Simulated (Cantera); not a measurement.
Input: 1 mol HMDSO, 0.13 mol CO2, 180 mol N2, 1.4 mol N2O, equilibrated at 1950 K and 63000 Pa.

Method: chemical equilibrium by Gibbs-energy minimisation in Cantera with the NASA 1993 tables (ideal gas, pure condensed phases). Candidate condensed phases: C, C6H6, C7H8, C8H18, H2O, Si, SiC, SiO2, Si2N2O, Si3N4; 151 gas species. The feed counts by its element totals alone. Rates play no part.

Base state: N2 0.938, H2 0.0451, CO 0.0137, HCN 0.00248, H 0.000307, HNC 0.000128, SiO 0.000113, C2H2 (acetylene) 2.47e-5 (mole fractions); condensed: C(graphite) + SiC(s).

Q: What changes in the equilibrium state with this change: temperature from 1950 K to 1450 K?

A: 
```json
[
 {"species": "N2", "before": "0.938", "after": "0.944"},
 {"species": "H2", "before": "0.0451", "after": "0.0470"},
 {"species": "CO", "before": "0.0137", "after": "0.00869"},
 {"species": "HCN", "before": "0.00248", "after": "0.000155"},
 {"species": "SiO", "before": "0.000113", "after": "1.61e-7"},
 {"species": "H", "before": "0.000307", "after": "2.58e-6"},
 {"species": "C2H2 (acetylene)", "before": "2.47e-5", "after": "2.29e-7"},
 {"species": "HNC", "before": "0.000128", "after": "2.21e-6"},
 {"species": "C(graphite), mol", "before": "1.00", "after": "4.44"},
 {"species": "SiC(s), mol", "before": "1.98", "after": "0"},
 {"species": "Si2N2O(s), mol", "before": "0", "after": "1.000"}
]
```
